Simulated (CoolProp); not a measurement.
1,2-dichloroethane at several states: fugacity coefficient from the reference equation and from simpler models built on Tc = 561.6 K, pc = 5.226 MPa, ω = 0.269; each cubic takes its own stable root.

The numbers come from the reference Helmholtz-energy equation of state, Thol 2015 in CoolProp.

```json
[
 {"T (K)": "475.8", "p (MPa)": "0.0109", "phase": "gas", "reference": "0.9988", "van der Waals": "0.9991", "Redlich-Kwong": "0.9989", "Peng-Robinson": "0.9987"},
 {"T (K)": "337.8", "p (MPa)": "0.118", "phase": "liquid", "reference": "0.4499", "van der Waals": "0.9784", "Redlich-Kwong": "0.9045", "Peng-Robinson": "0.4485"},
 {"T (K)": "282.3", "p (MPa)": "0.0129", "phase": "liquid", "reference": "0.3628", "van der Waals": "0.9965", "Redlich-Kwong": "0.9799", "Peng-Robinson": "0.3674"}
]
```

At some of these states van der Waals gives the other phase, because its saturation line lies elsewhere.
